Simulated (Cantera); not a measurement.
V2O5 + H2 + H2O (hydrogen reduction and annealing atmospheres)

Feed: 1 mol V2O5, a varied amount of H2, 0.83 mol H2O, equilibrated at 14.0 Pa.

These are equilibrium values from Cantera (NASA tables, ideal gas, pure condensed phases), not measurements of a reactor. Candidate condensed phases: H2O, V, VO, V2O3, V2O4, V2O5; 12 gas species. Mutual solubility and eutectic melting of coexisting phases are not modelled. VO: taken at fixed stoichiometry. Condensed phases not in the tables: the oxides between V2O3 and V2O5 other than VO2. The numbers say what is thermodynamically allowed, not how fast it happens.

Stable condensed phases:

```
T in K \ n(H2) in mol
          310  400  520  670  870 1100 1500 1900 2500
   2173     A    A    A    A    A    A    A    A    A
   2098     A    A    A    A    A    A    A    A    A
   2023     A    A    A    A    A    A    A    A    A
   1948     A    A    A    A    A    A    A    A    A
   1873     A    A    A    A    A    A    A    A    A
   1798     B    B    B    B    B    B    B    B    B
   1723     C    B    B    B    B    B    B    B    B
   1648     D    C    B    B    B    B    B    B    B
   1573     D    D    D    C    B    B    B    B    B
   1498     D    D    D    D    C    B    B    B    B
   1423     D    D    D    D    D    D    C    B    B
   1348     D    D    D    D    D    D    D    D    C
   1273     D    D    D    D    D    D    D    D    D
```

A: gas only; B: VO; C: VO + V2O3; D: V2O3.
